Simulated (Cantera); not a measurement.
trisilylamine + N₂ (silicon nitride deposition)

Charge: 1 mol trisilylamine, 3.7 mol N₂, held at 1.00 Torr.

Cantera equilibrium calculation (NASA polynomials, part measured and part estimated; ideal gas, pure solids and liquids). Candidate condensed phases: Si, Si₃N₄; 18 gas species. The feed counts by its element totals alone. The tables' values for SiN are old estimates; treat these amounts as uncertain. Gases not in the tables: Si₂H₆ and higher silanes. The numbers say what is thermodynamically allowed, not how fast it happens.

```csv
T (K),x H₂,x N₂,x Si,x H,x SiH,x Si₂,x Si₂N,n Si₃N₄(s),n Si(s),n Si(l)
1550,0.671,0.328,1.07e-5,0.000707,8.39e-7,8.26e-9,1.59e-7,1.000,0,0
1600,0.671,0.328,5.68e-5,0.00122,3.70e-6,1.10e-7,1.33e-6,1.000,0,0
1650,0.516,0.482,0.000201,0.00179,9.63e-6,6.77e-7,6.45e-6,0,3.00,0
1700,0.515,0.482,0.000509,0.00290,2.06e-5,2.23e-6,1.41e-5,0,0,2.99
1750,0.513,0.481,0.00113,0.00456,3.90e-5,5.82e-6,2.50e-5,0,0,2.99
1800,0.511,0.480,0.00238,0.00701,7.09e-5,1.44e-5,4.29e-5,0,0,2.98
1850,0.507,0.478,0.00484,0.0105,0.000125,3.38e-5,7.13e-5,0,0,2.95
1900,0.500,0.474,0.00946,0.0154,0.000212,7.60e-5,0.000115,0,0,2.91
1950,0.491,0.468,0.0179,0.0220,0.000350,0.000164,0.000181,0,0,2.83
2000,0.476,0.459,0.0327,0.0307,0.000558,0.000339,0.000276,0,0,2.68
```
x: gas mole fraction; n: condensed amount in mol.

From 1550 K to 1600 K the condensed part is Si₃N₄(s). At 1650 K the condensed part is Si(s). From 1700 K to 2000 K the condensed part is Si(l). The main Si-bearing gas is Si throughout.
